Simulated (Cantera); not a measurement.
A perfectly stirred reactor is fed with H2 : O2 : N2 = 1 : 1.11 : 4.18 (molar parts), at 1.01 bar; it is adiabatic with a 823 K inlet, and is followed from long to short residence time, starting on the burning branch (τ in s: 0.075, 0.031, 0.013, 0.0054, 0.0022, 0.00092, 0.00038, 0.00016, 6.6e-05, 2.7e-05).

Detailed kinetics in Cantera: the H2/O2 subset of GRI-Mech 3.0, which has no nitrogen chemistry.

**Question.** Predict: blow-out, bracketed by the residence times tried; x(H2) at τ = 75.0 ms; x(O2) at τ = 75.0 ms; x(O) at τ = 75.0 ms; x(H2O2) at τ = 75.0 ms; x(HO2) at τ = 75.0 ms; x(H2) at τ = 0.920 ms; x(O2) at τ = 0.920 ms; x(O) at τ = 0.920 ms; x(H2O2) at τ = 0.920 ms; x(HO2) at τ = 0.920 ms.

**Answer.** 
- blow-out, bracketed by the residence times tried = burning at 27.0 µs, the shortest tried
- x(H2) at τ = 75.0 ms = 0.000253
- x(O2) at τ = 75.0 ms = 0.105
- x(O) at τ = 75.0 ms = 0.000327
- x(H2O2) at τ = 75.0 ms = 1.10e-7
- x(HO2) at τ = 75.0 ms = 2.30e-6
- x(H2) at τ = 0.920 ms = 0.00342
- x(O2) at τ = 0.920 ms = 0.103
- x(O) at τ = 0.920 ms = 0.00427
- x(H2O2) at τ = 0.920 ms = 4.29e-7
- x(HO2) at τ = 0.920 ms = 1.42e-5
